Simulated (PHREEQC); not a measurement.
A PHREEQC input (ion-association model, wateq4f.dat):

```
SOLUTION 1
  temp 40
  units mg/kgw
  pH 12.5
  pe 1.8
  Na 14.1
  K 0.0661
  Ca 1.31
  Mg 2.77
  Cl 15.8
  S(6) 13.2 as SO4
  Alkalinity 12 as HCO3
  F 0.0803
END
USE solution 1
EQUILIBRIUM_PHASES 1
  Quartz 0 0.5
  CO2(g) -2.5 10
END
```

It stops with these messages:

```
WARNING: Maximum iterations exceeded, 100
WARNING: Maximum iterations exceeded, 100
WARNING: The program has failed to converge to a numerical solution.
ERROR:           Alkalinity has not converged. Total: 1.966597e-04	Calculated: 1.129554e-01	Residual: -1.127587e-01
ERROR: Is non-carbonate alkalinity greater than total alkalinity?
ERROR:                   Ca has not converged. Total: 3.268463e-05	Calculated: 4.888726e-05	Residual: -1.620263e-05
ERROR:                   Cl has not converged. Total: 4.456605e-04	Calculated: 5.540784e-04	Residual: -1.084180e-04
ERROR:                    F has not converged. Total: 4.226672e-06	Calculated: 5.268055e-06	Residual: -1.041384e-06
ERROR:                    K has not converged. Total: 1.690451e-06	Calculated: 2.102931e-06	Residual: -4.124809e-07
ERROR:                   Mg has not converged. Total: 1.139355e-04	Calculated: 1.188569e-04	Residual: -4.921428e-06
ERROR:                   Na has not converged. Total: 6.133155e-04	Calculated: 7.675569e-04	Residual: -1.542414e-04
ERROR:                 S(6) has not converged. Total: 1.374084e-04	Calculated: 1.556365e-04	Residual: -1.822810e-05
ERROR:                   Mu Ionic strength has not converged. 	Residual: -4.169118e-03
ERROR:               A(H2O) Activity of water has not converged. 	Residual: 1.926948e-03
ERROR: Model failed to converge for initial solution  1.
```

Q: Find the cause and the fix.

A: The fault: pH typed as 12.5 with the alkalinity kept. The line should read `pH 5.91` where the input has `pH 12.5`. With the mend the run ends at pH 6.70 and ionic strength 0.00118 mol/kgw.
